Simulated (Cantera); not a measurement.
# N2O furnace oxynitridation

A perfectly stirred reactor is fed with N2O : H2O = 1 : 0.12 (molar parts), at 0.640 bar; it is held at 1550 K, and followed from long to short residence time.

Detailed kinetics in Cantera: GRI-Mech 3.0 (53 species, 325 reactions). GRI-Mech 3.0 was tuned for natural gas; its chemistry of N2O as a main component is partial and can be far from experiment. The temperature is held fixed by assumption; the heat of reaction is taken as removed at once.

| τ (s) | x N2O | x H2O | x H2O2 | x O2 | x O | x NO2 |
|---|---|---|---|---|---|---|
| 0.84 | 0.0127 | 0.0744 | 3.26e-8 | 0.277 | 3.23e-5 | 0.000243 |
| 0.52 | 0.0194 | 0.0746 | 3.73e-8 | 0.271 | 3.87e-5 | 0.000283 |
| 0.33 | 0.0289 | 0.0750 | 4.21e-8 | 0.264 | 4.55e-5 | 0.000325 |
| 0.20 | 0.0444 | 0.0755 | 4.80e-8 | 0.255 | 5.39e-5 | 0.000375 |
| 0.13 | 0.0637 | 0.0762 | 5.35e-8 | 0.246 | 6.16e-5 | 0.000424 |
| 0.080 | 0.0947 | 0.0774 | 6.02e-8 | 0.234 | 7.05e-5 | 0.000488 |
| 0.050 | 0.137 | 0.0789 | 6.76e-8 | 0.218 | 7.92e-5 | 0.000559 |
| 0.031 | 0.195 | 0.0811 | 7.63e-8 | 0.199 | 8.78e-5 | 0.000641 |
| 0.019 | 0.273 | 0.0839 | 8.71e-8 | 0.175 | 9.61e-5 | 0.000732 |
| 0.012 | 0.359 | 0.0871 | 9.98e-8 | 0.149 | 0.000103 | 0.000811 |
| 0.0075 | 0.457 | 0.0907 | 1.16e-7 | 0.121 | 0.000110 | 0.000868 |
x: mole fraction; the columns are a selection and need not sum to one.
